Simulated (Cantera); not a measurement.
Feed: 1 mol B₂H₆, 0.56 mol H₂O, 8.8 mol N₂.

Equilibrium computed with Cantera from the NASA thermochemical tables; the gas is ideal and each condensed phase is pure. Candidate condensed phases: B, BN, B₂O₃, B₃O₃H₃, H₂O; 39 gas species. The feed counts by its element totals alone. N₂ is the only nitrogen source here; it is nearly inert below about 1500 K, so the nitride shown seldom forms there in practice. Mutual solubility and eutectic melting of coexisting phases are not modelled. Gases not in the tables: H₃BO₃. Rates play no part.

Stable condensed phases, one row left out:

```
T in °C \ P in Pa
             10     28     77    220    600   1700   4600  13000  36000 100000
   2100       A      B      B      B      B      B      C      C      C      C
   2025       A      B      B      B      B      C      C      C      C      C
   1875       B      B      B      C      C      C      C      C      C      C
   1800       B      B      C      C      C      C      C      C      C      C
   1725       B      C      C      C      C      C      C      C      C      C
   1650       C      C      C      C      C      C      C      C      C      C
   1575       C      C      C      C      C      C      C      C      C      C
   1500       C      C      C      C      C      C      C      C      C      D
   1425       C      C      C      C      C      C      C      D      D      D
   1350       C      C      C      C      C      C      D      D      D      D
   1275       C      C      C      C      C      D      D      D      D      D
   1200       C      C      C      D      D      D      D      D      D      D
   1125       C      D      D      D      D      D      D      D      D      D
```

A: gas only; B: B; C: BN; D: BN + B₂O₃.

Task: Give the row for 1950 °C.

Result: 10: B; 28: B; 77: B; 220: B; 600: BN; 1700: BN; 4600: BN; 13000: BN; 36000: BN; 100000: BN.
